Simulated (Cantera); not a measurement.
Charge: 1 mol Ta, 0.98 mol CH4, 210 mol H2, at 2448.15 K.

These are equilibrium values from Cantera (NASA tables, ideal gas, pure condensed phases), not measurements of a reactor. Candidate condensed phases: C, C6H6, C7H8, C8H18, Ta, TaC; 77 gas species. Mutual solubility and eutectic melting of coexisting phases are not modelled. TaC: taken at fixed stoichiometry. Condensed phases not in the tables: Ta2C, N, O or C dissolved in the metal. Equilibrium is a limit: real reactors are often held back by kinetics, nucleation or transport.

x: gas mole fraction; n: condensed amount in mol.

```
P (Pa)       x H     x H2      x Ta       x C     x CH4     x CH3  n TaC(s)  n Ta(s)
-------  -------  -------  --------  --------  --------  --------  --------  -------
0.100      0.997  0.00251  0.000221  0.000173    <1e-12    <1e-12     0.907        0
2.50       0.944   0.0561   1.89e-5   3.25e-6    <1e-12  3.98e-12     0.979   0.0137
63         0.539    0.461   7.48e-7   1.29e-7  2.21e-11  4.71e-10     0.980   0.0198
1600         ___      ___       ___       ___       ___       ___     0.980   0.0200
40000        ___    0.969       ___       ___       ___       ___     0.980   0.0200
1000000  0.00628    0.994  4.72e-11  8.13e-12   1.63e-6   1.88e-7     0.980   0.0204
```

Task: Fill in the missing entries.

Result: 
- 1600, x H: 0.146
- 1600, x H2: 0.854
- 1600, x Ta: 2.95e-8
- 1600, x C: 5.08e-9
- 1600, x CH4: 1.93e-9
- 1600, x CH3: 5.99e-9
- 40000, x H: 0.0310
- 40000, x Ta: 1.18e-9
- 40000, x C: 2.03e-10
- 40000, x CH4: 6.21e-8
- 40000, x CH3: 3.62e-8
